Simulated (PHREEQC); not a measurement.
Hard or scaling water: speciation

Make-up at 27 °C: 0.0018 mol CaCl2, 0.0083 mol NaF and 5.1e-05 mol NaCl per kg of water. Closed to the air; pH follows from the charge balance.

Equilibrium calculation in PHREEQC: ion-association model, phreeqc.dat.

Precipitation was switched off in this run.

### Question
What pH does the model give?

### Answer
pH 7.49.

Examples of supersaturated solids here: Fluorite. Others may be too.
